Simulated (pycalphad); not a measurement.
# Freezing of Ti-B alloys with rising B

All values are pycalphad results on the COST 507 light-alloy database (1999) (1 atm), not direct measurements. The database dates from 1999; later assessments differ in places, in temperatures and in the compounds included. Phase fractions are per mole of atoms.

Scheil-Gulliver runs (no diffusion in the solid, steps of 4 K) beside full equilibrium.

| alloy | liquidus (°C) | Scheil, half solid (°C) | Scheil, 80 % solid (°C) | Scheil, invariant end (°C) | liquid left at that end | equilibrium solidus (°C) |
|---|---|---|---|---|---|---|
| Ti-14.27B (at.%) | ___ | ___ | at the invariant end | 1541 | ___ | 1541 |
| Ti-28.55B (at.%) | 1929 | 1547 | at the invariant end | 1541 | 0.50 | 1541 |
| Ti-42.82B (at.%) | 2464 | 1957 | at the invariant end | 1541 | 0.24 | 1541 |
| Ti-57.1B (at.%) | 3077 | 2701 | 1955 | 1541 | 0.10 | 2183 |
| Ti-85.65B (at.%) | 2716 | at the invariant end | at the invariant end | 2059 | 0.60 | 2059 |

Problem. Some entries are withheld; supply them.

Solution. 
- Ti-14.27B (at.%), liquidus (°C): 1662
- Ti-14.27B (at.%), Scheil, half solid (°C): at the invariant end
- Ti-14.27B (at.%), liquid left at that end: 0.83
